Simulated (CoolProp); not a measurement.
p-xylene along the isotherm 620 K: Z from the reference equation and from simpler models built on Tc = 616.2 K, pc = 3.532 MPa, ω = 0.324; each cubic takes its own stable root.

Model: reference Helmholtz-energy equation of state, Zhou 2012, in CoolProp.

```
p (MPa)          phase   reference  van der Waals  Redlich-Kwong  Soave-Redlich-Kwong  Peng-Robinson
-------  -------------  ----------  -------------  -------------  -------------------  -------------
1.61               gas      0.8129         0.8475         0.8286               0.8294         0.8131
3.21               gas      0.5326         0.6014         0.5676               0.5717         0.5436
4.82     supercritical  (withheld)         0.3315         0.2790               0.2813         0.2547
6.42     supercritical      0.2703         0.4008         0.3299               0.3314         0.2988
8.03     supercritical      0.3225         0.4744         0.3855               0.3869         0.3482
9.63     supercritical      0.3742         0.5475         0.4408               0.4421         0.3975
11.2     supercritical      0.4243         0.6184         0.4944               0.4956         0.4455
12.8     supercritical      0.4749         0.6899         0.5483               0.5494         0.4937
14.4     supercritical      0.5248         0.7605         0.6013               0.6024         0.5413
16.1     supercritical      0.5772         0.8347     (withheld)               0.6579     (withheld)
17.7     supercritical      0.6260         0.9038         0.7084               0.7095         0.6374
```

Task: Some entries are withheld; supply them.

Result: 
- 4.82, reference: 0.2213
- 16.1, Redlich-Kwong: 0.6568
- 16.1, Peng-Robinson: 0.5911
